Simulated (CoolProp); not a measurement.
Vapour-liquid equilibrium of 1-butene (1) + acetone (2) at 0.361 MPa; x and y are mole fractions of (1).

Values from CoolProp's multi-fluid Helmholtz-energy mixture model, Lemmon 2005 and Lemmon 2006; pair parameters Bell 2016.

```tsv
x	bubble temperature, mixture model (K)	bubble temperature, Raoult's law (K)	y, mixture model	y, Raoult's law
0.05	358.3	364.9	0.318	0.211
0.2	331.9	347.9	0.724	0.591
0.35	320.3	335.3	0.834	0.777
0.5	314.8	325.6	0.878	0.876
0.65	311.5	317.9	0.906	0.934
0.8	308.7	311.6	0.935	0.971
0.95	305.7	306.3	0.979	0.994
```

The largest gap from Raoult's law is -16.0 K in bubble temperature, at x = 0.2. No azeotrope shows between x = 0.05 and 0.95.

The pair parameters rest on a limited set of measurements; away from them the model extrapolates. With so large a gap from Raoult's law the liquid may split in two, which this calculation doesn't test in full.
